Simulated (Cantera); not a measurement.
Charge: 1 mol Al, 1.5 mol N₂O, 93 mol H₂, equilibrated at 1975 K and 0.000330 bar.

Method: chemical equilibrium by Gibbs-energy minimisation in Cantera with the NASA 1993 tables (ideal gas, pure condensed phases). Candidate condensed phases: Al, AlN, Al₂O₃, H₂O; 35 gas species. The tables' values for AlOH are old estimates; treat these amounts as uncertain. Rates play no part.

Base state: H₂ 0.910, H 0.0719, N₂ 0.0153, H₂O 0.00158, Al 0.000919, Al₂O 8.84e-5, AlOH 5.09e-5, OH 1.19e-5 (mole fractions); condensed: Al₂O₃(s).

Q: What changes in the equilibrium state with this change: pressure from 0.000330 bar to 0.680 bar?

A: 
| species | before | after |
|---|---|---|
| H₂ | 0.910 | 0.982 |
| N₂ | 0.0153 | 0.0159 |
| H | 0.0719 | 0.00164 |
| H₂O | 0.00158 | 9.43e-5 |
| Al | 0.000919 | 3.43e-5 |
| OH | 1.19e-5 | 1.50e-8 |
| AlOH | 5.09e-5 | 4.95e-6 |
| Al₂O | 8.84e-5 | 1.40e-5 |
| Al₂O₃(s), mol | 0.443 | 0.496 |
